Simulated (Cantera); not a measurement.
Thermodynamics of silicon carbide growth, feed SiH2Cl2 + CH4 + H2

A closed system holds: 1 mol SiH2Cl2, 1.9 mol CH4, 110 mol H2, at 10000 Pa.

Method: chemical equilibrium by Gibbs-energy minimisation in Cantera with the NASA 1993 tables (ideal gas, pure condensed phases). Candidate condensed phases: C, C6H6, C7H8, C8H18, Si, SiC; 109 gas species. The tables' values for SiCl are old estimates; treat these amounts as uncertain. Gases not in the tables: Si2H6 and higher silanes. The numbers say what is thermodynamically allowed, not how fast it happens.

From 1098 K to 2298 K the condensed part is C(graphite) + SiC(s). At 2448 K nothing is condensed. The main Si-bearing gas is SiCl4 at 1098 K and Si at 2448 K.

| T (K) | log p H2 | log p H | log p HCl | log p C2H2 (acetylene) | log p Si | log p CH4 | n C(graphite) | n SiC(s) |
|---|---|---|---|---|---|---|---|---|
| 1098 | -1.01 | -8.11 | -2.76 | -8.90 | <-13 | -3.46 | 0.496 | 1.000 |
| 1248 | -1.01 | -6.83 | -2.76 | -7.62 | <-13 | -3.97 | 0.776 | 1.000 |
| 1398 | -1.01 | -5.83 | -2.76 | -6.62 | -11.43 | -4.38 | 0.851 | 0.999 |
| 1548 | -1.01 | -5.02 | -2.76 | -5.81 | -9.56 | -4.70 | 0.874 | 0.999 |
| 1698 | -1.01 | -4.34 | -2.76 | -5.15 | -8.02 | -4.97 | 0.873 | 0.998 |
| 1848 | -1.01 | -3.78 | -2.76 | -4.60 | -6.73 | -5.20 | 0.837 | 0.996 |
| 1998 | -1.01 | -3.30 | -2.77 | -4.13 | -5.64 | -5.39 | 0.731 | 0.991 |
| 2148 | -1.01 | -2.89 | -2.77 | -3.73 | -4.70 | -5.56 | 0.500 | 0.958 |
| 2298 | -1.02 | -2.53 | -2.78 | -3.39 | -3.88 | -5.71 | 0.122 | 0.759 |
| 2448 | -1.04 | -2.22 | -2.81 | -3.18 | -3.26 | -5.91 | 0 | 0 |
log p: log10 of the partial pressure in bar; n: condensed amount in mol.
